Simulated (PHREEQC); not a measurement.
Make-up at 25 °C: 0.0063 mol FeCl3, 0.013 mol ZnCl2, 0.059 mol H2SO4 and 0.032 mol NaCl per kg of water. Closed to the air; pH follows from the charge balance.

All values are PHREEQC results (ion-association model, wateq4f.dat), not measurements.

This is a speciation only: nothing precipitates in the calculation.

**Question.** What pH does the model give?

**Answer.** pH 1.19.

**Question.** In which forms is Zn present?

**Answer.** Zn+2 70 %, ZnSO4 23 %, ZnCl+ 4.9 %, Zn(SO4)2-2 2.5 % of the Zn.

The solution is supersaturated, for example in Hematite (slow to form), Goethite (slow to form), so a real one may precipitate; this is no full list.
